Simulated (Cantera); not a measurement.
## Premixed flame

A freely propagating, adiabatic, planar premixed flame of C3H8 : O2 : N2 : H2O = 1 : 3.57 : 13.4 : 1.3 (molar parts), unburnt at 575 K and 1.00 atm; mixture-averaged transport, grid criteria slope 0.08 and curve 0.16, no radiation.

Detailed kinetics in Cantera: GRI-Mech 3.0 (53 species, 325 reactions). GRI-Mech 3.0 was tuned for natural gas; its chemistry of propane as a main component is partial and can be far from experiment. Burning velocities carry a grid error of a few per cent, more on coarse grids.

```tsv
z (mm)	T (K)	u (m/s)	x C3H8	x O2	x C2H4	x N2O	x H2O2	x H
-1.08	575	0.882	0.0517	0.185	1.44e-6	<1e-8	1.35e-8	<1e-8
-0.721	578	0.890	0.0515	0.183	1.83e-5	<1e-8	1.29e-7	<1e-8
-0.541	590	0.914	0.0512	0.181	0.000118	<1e-8	6.19e-7	<1e-8
-0.360	661	1.04	0.0497	0.173	0.00102	<1e-8	3.35e-6	1.83e-7
-0.180	1029	1.68	0.0353	0.132	0.00828	<1e-8	1.30e-5	3.26e-5
-0.0901	1390	2.36	0.0123	0.0896	0.0140	1.04e-8	1.20e-5	0.000478
0	1736	3.03	0.000398	0.0444	0.00620	1.84e-8	1.98e-6	0.00303
0.0901	1926	3.38	5.74e-7	0.0177	0.000595	2.08e-8	3.96e-7	0.00627
0.180	1997	3.50	<1e-8	0.00666	2.84e-5	1.90e-8	1.42e-7	0.00818
0.360	2034	3.55	<1e-8	0.00141	6.16e-8	1.45e-8	7.54e-8	0.00901
0.721	2055	3.57	<1e-8	0.000553	<1e-8	1.09e-8	5.51e-8	0.00814
1.44	2076	3.60	<1e-8	0.000344	<1e-8	<1e-8	3.92e-8	0.00648
2.88	2098	3.63	<1e-8	0.000179	<1e-8	<1e-8	2.37e-8	0.00458
```
x: mole fraction of selected species; z is measured from the peak of heat release.

| Quantity | Result |
|---|---|
| laminar burning velocity | 87.8 cm/s |
| thermal thickness | 0.360 mm |
| peak x(C2H4) | 0.0140 |
| peak x(H2O2) | 1.47e-5 |
| peak x(H) | 0.00902 |
| grid points | 144 |
